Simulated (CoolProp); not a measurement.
Properties of R1132(E) at several states.

Values from CoolProp's reference Helmholtz-energy equation of state, Akasaka 2024.

| T (°C) | p (MPa) | phase | density (kg/m³) | cp (kJ/(kg K)) | cv (kJ/(kg K)) | speed of sound (m/s) | fugacity coefficient |
|---|---|---|---|---|---|---|---|
| 99.85 | 0.72 | gas | 15.47 | 1.106 | ? | 228.2 | 0.9619 |
| 69.85 | 2.71 | gas | 78.97 | 1.388 | 0.9773 | 188.6 | 0.8117 |
| 28.45 | 1.14 | gas | ? | 1.139 | ? | 191.2 | 0.8759 |
| 47.85 | 0.0216 | gas | 0.5192 | 0.9818 | ? | 218.9 | 0.9981 |
| 58.55 | 6.5 | liquid | 805.2 | 2.182 | 1.096 | 373.7 | 0.4344 |
| 72.95 | 6.5 | liquid | 706.8 | 2.796 | 1.120 | 276.6 | ? |

Problem. Fill in the missing entries.

Solution. 
- 99.85, cv (kJ/(kg K)): 0.9481
- 28.45, density (kg/m³): 33.90
- 28.45, cv (kJ/(kg K)): 0.8802
- 47.85, cv (kJ/(kg K)): 0.8508
- 72.95, fugacity coefficient: 0.5295
